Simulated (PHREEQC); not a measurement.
A solution holds 0.13 mmol/kgw H2SO4, 0.94 mmol/kgw Li2SO4 and 13 mmol/kgw MgSO4, at 25 °C. Closed to the air; pH follows from the charge balance.

Computed with PHREEQC (ion-association model, phreeqc.dat).

This is a speciation only: nothing precipitates in the calculation.

**Question.** Order these S species by the share of S that they hold, largest first: MgSO4, SO4-2, HSO4-, LiSO4-.

**Answer.** SO4-2 (66 %), MgSO4 (33 %), HSO4- (0.59 %), LiSO4- (0.27 %)

The pH is 3.81 and the ionic strength 0.0362 mol/kgw.
